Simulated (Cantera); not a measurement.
**FeS₂ + H₂S + H₂O (roasting and sulfation)**

A closed system holds: 1 mol FeS₂, 0.52 mol H₂S, 5.3 mol H₂O, held at 8.50 bar.

Method: chemical equilibrium by Gibbs-energy minimisation in Cantera with the NASA 1993 tables (ideal gas, pure condensed phases). Candidate condensed phases: Fe, FeO, Fe(OH)₂, Fe(OH)₃, FeS, FeSO₄, FeS₂, Fe₂O₃, Fe₂(SO₄)₃, Fe₃O₄, H₂O, H₂SO₄, S; 22 gas species. FeS: taken at fixed stoichiometry. Kinetics and transport are ignored.

From 1373 K to 1423 K the condensed part is FeS(s). From 1473 K to 1973 K the condensed part is FeS(l). The main Fe-bearing gas is Fe(OH)₂ throughout.

```
T (K)  x H₂O    x H₂   x H₂S   x SO₂    x S₂  n FeS(s)  n FeS(l)
-----  -----  ------  ------  ------  ------  --------  --------
1373   0.770  0.0299   0.124  0.0348  0.0397     1.000         0
1423   0.766  0.0368   0.118  0.0355  0.0416     1.000         0
1473   0.761  0.0445   0.112  0.0365  0.0434         0     1.000
1523   0.755  0.0528   0.106  0.0378  0.0451         0     1.000
1573   0.749  0.0616   0.100  0.0394  0.0465         0     1.000
1623   0.742  0.0708  0.0945  0.0411  0.0478         0     1.000
1673   0.734  0.0804  0.0887  0.0431  0.0488         0     1.000
1723   0.726  0.0902  0.0831  0.0452  0.0496         0     1.000
1773   0.717   0.100  0.0776  0.0475  0.0501         0     1.000
1823   0.709   0.110  0.0724  0.0498  0.0504         0     1.000
1873   0.699   0.120  0.0673  0.0523  0.0504         0     0.999
1923   0.690   0.130  0.0626  0.0548  0.0502         0     0.999
1973   0.680   0.140  0.0581  0.0573  0.0498         0     0.999
```
x: gas mole fraction; n: condensed amount in mol.
